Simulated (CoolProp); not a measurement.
Properties of n-hexane at several states.

Computed with CoolProp (reference Helmholtz-energy equation of state, Thol 2019).

```tsv
T (°C)	p (MPa)	phase	density (kg/m³)	cv (kJ/(kg K))	speed of sound (m/s)	fugacity coefficient
120.45	0.18	gas	5.003	[?]	[?]	0.9501
160.75	0.285	gas	7.237	2.199	197.7	0.9439
268.55	0.488	gas	9.787	2.607	223.0	0.9556
131.35	0.0179	gas	0.4607	[?]	[?]	0.9955
62.75	11.2	liquid	[?]	1.904	1015	[?]
```

**Question.** Fill in the missing entries.

**Answer.** 
- 120.45, cv (kJ/(kg K)): 2.022
- 120.45, speed of sound (m/s): 190.0
- 131.35, cv (kJ/(kg K)): 2.050
- 131.35, speed of sound (m/s): 201.3
- 62.75, density (kg/m³): 634.5
- 62.75, fugacity coefficient: 0.01238
